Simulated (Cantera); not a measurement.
Feed: 1 mol CCl4, a varied amount of F2, held at 2202 °C and 13.3 mbar.

Equilibrium computed with Cantera from the NASA thermochemical tables; the gas is ideal and each condensed phase is pure. Candidate condensed phases: C; 27 gas species. Gases not in the tables: C2F6 and larger saturated fluorocarbons. Equilibrium is a limit: real reactors are often held back by kinetics, nucleation or transport.

Q: Which condensed phases are stable at each of these points (n(F2) (mol)): 0.018, 0.042, 0.098, 0.23, 0.54, 1.3, 2.9?

A: 
```json
[
 {"n(F2) (mol)": "0.018", "condensed phases": "C(graphite)", "C condensed (%)": "99.8"},
 {"n(F2) (mol)": "0.042", "condensed phases": "C(graphite)", "C condensed (%)": "99.5"},
 {"n(F2) (mol)": "0.098", "condensed phases": "C(graphite)", "C condensed (%)": "98.2"},
 {"n(F2) (mol)": "0.23", "condensed phases": "C(graphite)", "C condensed (%)": "93.9"},
 {"n(F2) (mol)": "0.54", "condensed phases": "C(graphite)", "C condensed (%)": "79.8"},
 {"n(F2) (mol)": "1.3", "condensed phases": "C(graphite)", "C condensed (%)": "37.7"},
 {"n(F2) (mol)": "2.9", "condensed phases": "gas only", "C condensed (%)": "0.0"}
]
```

From 0.018 mol F2 to 1.3 mol F2 the condensed part is C(graphite). At 2.9 mol F2 nothing is condensed.
